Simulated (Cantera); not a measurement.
Feed: 1 mol Fe(CO)5, 0.86 mol O2, 4.5 mol H2, held at 1648 K and 90.0 Torr.

These are equilibrium values from Cantera (NASA tables, ideal gas, pure condensed phases), not measurements of a reactor. Candidate condensed phases: C, C6H6, C7H8, C8H18, Fe, Fe(CO)5, FeO, Fe(OH)2, Fe(OH)3, Fe2O3, Fe3O4, H2O; 114 gas species. Equilibrium is a limit: real reactors are often held back by kinetics, nucleation or transport.

Base state: CO 0.472, H2 0.347, H2O 0.127, CO2 0.0540, H 0.000151, Fe 2.17e-5 (mole fractions); condensed: Fe(γ).

### Question
What changes in the equilibrium state with this change: Fe(CO)5 replaced by HgO?

### Answer
```csv
species,before,after
H2O,0.127,0.494
H2,0.347,0.324
Hg,0,0.182
CO,0.472,0
CO2,0.0540,0
Fe,2.17e-5,0
OH,2.49e-6,1.00e-5
H,0.000151,0.000146
"Fe(γ), mol",1.000,0
```
Further candidate phases: Hg, HgO.

### Question
What changes in the equilibrium state with this change: Fe(CO)5 replaced by PbO?

### Answer
```csv
species,before,after
H2O,0.127,0.494
H2,0.347,0.324
Pb,0,0.181
CO,0.472,0
CO2,0.0540,0
Fe,2.17e-5,0
PbO,0,0.000258
Pb2,0,4.32e-5
"Fe(γ), mol",1.000,0
```
Further candidate phases: Pb, PbO, PbO2, Pb3O4.

### Question
What changes in the equilibrium state with this change: H2 from 4.5 to 0.56 mol?

### Answer
```tsv
species	before	after
CO	0.472	0.783
CO2	0.0540	0.116
H2	0.347	0.0682
H2O	0.127	0.0324
Fe	2.17e-5	2.17e-5
H	0.000151	6.72e-5
Fe(γ), mol	1.000	0.106
FeO(s), mol	0	0.894
```
Mutual solubility and eutectic melting of coexisting phases are not modelled. The tables' stoichiometric FeO is somewhat more stable than real wüstite, so its field is too wide. FeO: taken at fixed stoichiometry.
